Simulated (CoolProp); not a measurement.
2000 sccm (0 °C, 1 atm) of nitrogen bubbles through liquid dimethyl carbonate at 328.5 K and leaves saturated at a total pressure of 0.15 MPa (ideal gas phase). Each further row changes one setting.

Computed with CoolProp (reference Helmholtz-energy equation of state, Zhou 2011).

| case | vapour pressure (kPa) | mole fraction of vapour | delivery (mg/min) | delivery (sccm) | change of delivery for a bath 1 K warmer (%) |
|---|---|---|---|---|---|
| as stated | 29.0 | ? | 1930 | 480 | ? |
| bath temperature 333.5 K | 35.4 | 0.236 | ? | ? | ? |
| total pressure 0.3 MPa | 29.0 | ? | 861 | 214 | ? |

Task: Some entries are withheld; supply them.

Result: 
- as stated, mole fraction of vapour: 0.194
- as stated, change of delivery for a bath 1 K warmer (%): 5.2
- bath temperature 333.5 K, delivery (mg/min): 2490
- bath temperature 333.5 K, delivery (sccm): 619
- bath temperature 333.5 K, change of delivery for a bath 1 K warmer (%): 5.3
- total pressure 0.3 MPa, mole fraction of vapour: 0.0968
- total pressure 0.3 MPa, change of delivery for a bath 1 K warmer (%): 4.6
